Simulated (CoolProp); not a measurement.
Properties of dimethyl carbonate along the isotherm 600 K.

Computed with CoolProp (reference Helmholtz-energy equation of state, Zhou 2011).

| p (bar) | phase | density (kg/m³) | cp (kJ/(kg K)) | isothermal compressibility (1/MPa) | expansivity (1/kK) |
|---|---|---|---|---|---|
| 6.69 | gas | 12.55 | 1.883 | 1.554 | 1.891 |
| 13.4 | gas | 26.20 | 1.913 | 0.8108 | 2.170 |
| 20.1 | gas | 41.13 | [?] | 0.5687 | 2.524 |
| 26.8 | gas | 57.67 | 2.001 | 0.4526 | 2.985 |
| 33.5 | gas | 76.30 | 2.070 | 0.3887 | 3.607 |
| 40.2 | gas | 97.69 | 2.169 | [?] | [?] |
| 46.9 | gas | 122.9 | 2.315 | 0.3347 | 5.741 |
| 53.6 | supercritical | 153.4 | 2.540 | [?] | 7.614 |
| 60.2 | supercritical | [?] | 2.878 | 0.3316 | 10.30 |
| 66.9 | supercritical | 238.3 | 3.357 | 0.3304 | 13.86 |
| 73.6 | supercritical | 295.6 | 3.868 | 0.3067 | 17.21 |

Question: Some entries are withheld; supply them.

Answer: 
- 20.1, cp (kJ/(kg K)): 1.951
- 40.2, isothermal compressibility (1/MPa): 0.3527
- 40.2, expansivity (1/kK): 4.478
- 53.6, isothermal compressibility (1/MPa): 0.3296
- 60.2, density (kg/m³): 190.8
